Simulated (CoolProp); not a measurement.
Computed with CoolProp (reference Helmholtz-energy equation of state, Tillner-Roth 1997).

Problem. Give the vapour pressure (MPa), enthalpy of vaporisation (kJ/kg), liquid conductivity (mW/(m K)) of saturated CH2F2 (R32) at -71.25, 23.15 °C.

Solution. 
| T (°C) | p (MPa) | enthalpy of vaporisation (kJ/kg) | liquid conductivity (mW/(m K)) |
|---|---|---|---|
| -71.25 | 0.0334 | 402 | 207 |
| 23.15 | 1.61 | 275 | 136 |

Thermal conductivity comes from a separate model (Huber 2003), an estimate that may be off by 10 % or more.
